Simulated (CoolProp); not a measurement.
A single-stage vapour-compression cycle with R236FA: evaporating at 317.15 K (dew point), condensing at 345.15 K (bubble point), superheat 5 K, subcooling 5 K, compressor efficiency 0.7, no pressure losses. Each further row changes one setting.

Computed with CoolProp (reference Helmholtz-energy equation of state, Pan 2012).

| case | cooling COP | pressure ratio | discharge temperature (K) | refrigerating effect (kJ/kg) | volumetric capacity (kJ/m³) |
|---|---|---|---|---|---|
| as stated | 6.84 | 2.10 | 348.7 | 108 | 3470 |
| evaporating temperature 322.15 K | 8.71 | 1.82 | 348.9 | 111 | 4130 |
| condensing temperature 340.15 K | 8.66 | 1.86 | 344.0 | 115 | 3690 |
| subcooling 10 K | 7.27 | 2.10 | 348.7 | 115 | 3690 |
| superheat 15 K | 7.04 | 2.10 | 358.3 | 118 | 3600 |
| compressor efficiency 0.6 | 5.86 | 2.10 | 351.1 | 108 | 3470 |
